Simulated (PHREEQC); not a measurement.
1.2 g of hydrous ferric oxide (600 m²/g; 0.2 weak and 0.005 strong sites per Fe, Dzombak-Morel constants, diffuse double layer) in 1 kg of water with 0.01 mol/kgw of an inert sodium salt, at 25 °C; the pH is set by adding NaOH or the inert anion's acid. Oxygen alone is held at its pressure in air (log pO2 = -0.68). No CO2 enters from the air. Precipitation was switched off in this run.

All values are PHREEQC results (ion-association model, wateq4f.dat), not measurements.

| pH | surface charge σ (C/m²) | surface potential ψ (mV) |
|---|---|---|
| 4 | 0.220 | 184 |
| 4.67 | 0.145 | 164 |
| 5.33 | 0.089 | (withheld) |
| 6.67 | 0.025 | (withheld) |
| 7.33 | 0.011 | 43 |
| 8 | 0.001 | 6 |
| 8.67 | (withheld) | (withheld) |
| 9.33 | -0.020 | -66 |
| 10.67 | -0.075 | -130 |
| 11.33 | (withheld) | -154 |
| 12 | -0.231 | -168 |

Fill in the missing entries.


- 5.33, surface potential ψ (mV): 139
- 6.67, surface potential ψ (mV): 78
- 8.67, surface charge σ (C/m²): -0.007
- 8.67, surface potential ψ (mV): -31
- 11.33, surface charge σ (C/m²): -0.132
